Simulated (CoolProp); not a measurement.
Saturation properties of tetradecamethylhexasiloxane (MD4M).

The numbers come from the reference Helmholtz-energy equation of state, Thol 2019 in CoolProp.

```tsv
T (K)	p (bar)	liquid density (kg/m³)	vapour density (kg/m³)	enthalpy of vaporisation (kJ/kg)	liquid cp (kJ/(kg K))
340.8	0.0003487	845.3	0.005649	159.9	1.811
368	0.002246	818.7	0.03373	150.9	1.871
395.2	0.01024	791.8	0.1436	142.2	1.927
422.4	0.03573	764.1	0.4716	133.6	1.982
449.6	0.1011	735.6	1.270	125.1	2.036
476.8	0.2429	705.7	2.937	116.4	2.089
504	0.5127	674.1	6.063	107.5	2.142
531.2	0.9772	640.1	11.52	97.88	2.197
558.4	1.719	602.3	20.71	87.35	2.258
```

It boils at 532.8 K under 1 atm.
